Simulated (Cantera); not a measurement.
Source: NASA polynomial tables (part measured, part estimated), evaluated in Cantera. Values are per mole of reaction as written; species without (g) are pure solids or liquids, kept so even where they would boil at 1 bar.

0.5 Ti + Cl₂(g) → 0.5 TiCl₄(g)

```csv
T (K),ΔH° (kJ),ΔS° (J/K),ΔG° (kJ),log10 K
400,(withheld),(withheld),(withheld),(withheld)
475,-381.3,-60.3,-352.7,38.78
550,-381.2,-60.0,-348.2,33.07
625,(withheld),(withheld),(withheld),(withheld)
700,(withheld),(withheld),(withheld),(withheld)
775,-380.9,-59.6,-334.7,22.56
850,-380.8,-59.5,-330.3,20.29
925,(withheld),(withheld),(withheld),(withheld)
```

Some entries are withheld; supply them.


- 400, ΔH° (kJ): -381.4
- 400, ΔS° (J/K): -60.6
- 400, ΔG° (kJ): -357.2
- 400, log10 K: 46.65
- 625, ΔH° (kJ): -381.1
- 625, ΔS° (J/K): -59.8
- 625, ΔG° (kJ): -343.7
- 625, log10 K: 28.72
- 700, ΔH° (kJ): -381.0
- 700, ΔS° (J/K): -59.7
- 700, ΔG° (kJ): -339.2
- 700, log10 K: 25.31
- 925, ΔH° (kJ): -380.8
- 925, ΔS° (J/K): -59.5
- 925, ΔG° (kJ): -325.8
- 925, log10 K: 18.40
